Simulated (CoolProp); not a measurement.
Vapour-liquid equilibrium of carbon dioxide (1) + 1-butene (2) at 554 kPa; x and y are mole fractions of (1).

Computed with CoolProp (multi-fluid Helmholtz-energy mixture model, Span 1996 and Lemmon 2005; pair parameters Bell 2016).

**Question.** Give the bubble temperature and the first vapour's composition at x = 0.15, 0.75, 0.95. Is there an azeotrope?

**Answer.** x = 0.15: 263.1 K, y = 0.848; x = 0.75: 223.5 K, y = 0.989; x = 0.95: 219.3 K, y = 0.997. No azeotrope shows between x = 0.05 and 0.95.

Pair parameters are fitted to limited data, so mixtures are less certain than the pure fluids. The gap from Raoult's law changes sign with composition, which may be real or a fault of the pair parameters; it wasn't checked against measurements.
